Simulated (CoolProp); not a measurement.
Hexamethyldisiloxane (MM) along the isotherm 342.8 K: fugacity coefficient from the reference equation and from simpler models built on Tc = 518.7 K, pc = 1.931 MPa, ω = 0.418; each cubic takes its own stable root.

Values from CoolProp's reference Helmholtz-energy equation of state, Thol 2016.

```tsv
p (MPa)	phase	reference
0.00305	gas	0.9975
0.00448	gas	0.9964
0.00658	gas	0.9947
0.00966	gas	0.9922
0.0142	gas	0.9885
0.0208	gas	0.9831
0.0305	gas	0.9753
0.0448	liquid	0.8112
0.0658	liquid	0.5532
0.0966	liquid	0.3778
0.142	liquid	0.2579
0.208	liquid	0.1770
0.305	liquid	0.1217
0.448	liquid	0.08378
0.658	liquid	0.05801
0.966	liquid	0.04050
```

Task: How far does each simpler model (van der Waals, Redlich-Kwong, Soave-Redlich-Kwong, Peng-Robinson) lie from the reference over these 16 states: mean and median of the absolute difference, and the worst?

Result: 
- van der Waals: mean 207.6 %, median 48.5 %, worst +609.1 % at 342.8 K and 0.966 MPa
- Redlich-Kwong: mean 77.1 %, median 47.2 %, worst +165.9 % at 342.8 K and 0.966 MPa
- Soave-Redlich-Kwong: mean 0.2 %, median 0.1 %, worst +0.5 % at 342.8 K and 0.966 MPa
- Peng-Robinson: mean 0.6 %, median 0.8 %, worst +1.1 % at 342.8 K and 0.0448 MPa

At some of these states van der Waals, Redlich-Kwong gives the other phase, because its saturation line lies elsewhere.
